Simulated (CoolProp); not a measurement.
Vapour-liquid equilibrium of carbon dioxide (1) + R134a (2) at 894 kPa; x and y are mole fractions of (1).

Model: multi-fluid Helmholtz-energy mixture model, Span 1996 and Tillner-Roth 1994; pair parameters Bell 2016, in CoolProp.

| x | bubble temperature, mixture model (K) | bubble temperature, Raoult's law (K) | y, mixture model | y, Raoult's law |
|---|---|---|---|---|
| 0.05 | 300.1 | 295.8 | 0.218 | 0.341 |
| 0.2 | 277.1 | 271.7 | 0.660 | 0.751 |
| 0.35 | 260.4 | 257.6 | 0.846 | 0.883 |
| 0.5 | ? | 248.1 | 0.923 | 0.941 |
| 0.65 | 241.7 | 241.1 | 0.960 | 0.970 |
| 0.8 | 236.1 | 235.7 | ? | 0.987 |
| 0.95 | 231.5 | 231.3 | ? | 0.997 |

Q: What belongs in the gaps?

A: 
- 0.5, bubble temperature, mixture model (K): 249.3
- 0.8, y, mixture model: 0.981
- 0.95, y, mixture model: 0.996

The largest gap from Raoult's law is +5.4 K in bubble temperature, at x = 0.2. No azeotrope shows between x = 0.05 and 0.95.

Pair parameters are fitted to limited data, so mixtures are less certain than the pure fluids.
